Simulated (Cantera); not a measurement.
# Equilibrium for roasting and sulfation: Fe2O3 + H2S + H2O

Input: 1 mol Fe2O3, a varied amount of H2S, 0.52 mol H2O, at 1300 °C and 1330 Pa.

Method: chemical equilibrium by Gibbs-energy minimisation in Cantera with the NASA 1993 tables (ideal gas, pure condensed phases). Candidate condensed phases: Fe, FeO, Fe(OH)2, Fe(OH)3, FeS, FeSO4, FeS2, Fe2O3, Fe2(SO4)3, Fe3O4, H2O, H2SO4, S; 22 gas species. Metal and sulfide melt together well below either melting point, which pure phases cannot show. Mutual solubility and eutectic melting of coexisting phases are not modelled. The tables' stoichiometric FeO is somewhat more stable than real wüstite, so its field is too wide. FeO, FeS: taken at fixed stoichiometry. Kinetics and transport are ignored.

From 0.2 mol H2S to 0.31 mol H2S the condensed part is FeO(s) + Fe3O4(s). From 0.39 mol H2S to 0.76 mol H2S the condensed part is FeO(s). From 0.95 mol H2S to 1.5 mol H2S the condensed part is FeO(s) + FeS(l). The main Fe-bearing gas is Fe(OH)2 throughout.

```tsv
n(H2S) (mol)	x H2O	x SO2	x H2	x S2	x H2S	n FeO(s)	n Fe3O4(s)	n FeS(l)
0.2	0.769	0.217	0.0132	4.13e-6	8.00e-6	0.761	0.413	0
0.25	0.742	0.244	0.0127	5.25e-6	8.70e-6	1.21	0.264	0
0.31	0.716	0.271	0.0122	6.46e-6	9.31e-6	1.74	0.0852	0
0.39	0.637	0.271	0.0707	0.0114	0.00226	2.00	0	0
0.49	0.600	0.230	0.103	0.0479	0.00677	2.00	0	0
0.61	0.575	0.188	0.127	0.0863	0.0112	2.00	0	0
0.76	0.549	0.146	0.151	0.124	0.0159	2.00	0	0
0.95	0.531	0.115	0.172	0.149	0.0199	1.96	0	0.0425
1.2	0.542	0.104	0.181	0.140	0.0203	1.77	0	0.234
1.5	0.551	0.0950	0.190	0.131	0.0206	1.54	0	0.463
```
x: gas mole fraction; n: condensed amount in mol.
